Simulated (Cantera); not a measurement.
Feed: 1 mol FeS2, 1.4 mol H2S, 1.4 mol N2, held at 1898.15 K and 13.3 mbar.

Cantera equilibrium calculation (NASA polynomials, part measured and part estimated; ideal gas, pure solids and liquids). Candidate condensed phases: Fe, FeS, FeS2, S; 16 gas species. FeS: taken at fixed stoichiometry. The numbers say what is thermodynamically allowed, not how fast it happens.

Base state: N2 0.348, H2 0.322, S2 0.281, SH 0.0170, H2S 0.0156, S 0.00723, Fe 0.00447, H 0.00385 (mole fractions); condensed: FeS(l).

### Question
What changes in the equilibrium state with this change: pressure from 13.3 mbar to 0.133 bar?

### Answer
```tsv
species	before	after
N2	0.348	0.357
H2	0.322	0.303
S2	0.281	0.274
H2S	0.0156	0.0458
SH	0.0170	0.0162
Fe	0.00447	0.000143
H	0.00385	0.00118
S	0.00723	0.00226
FeS(l), mol	0.982	0.999
```
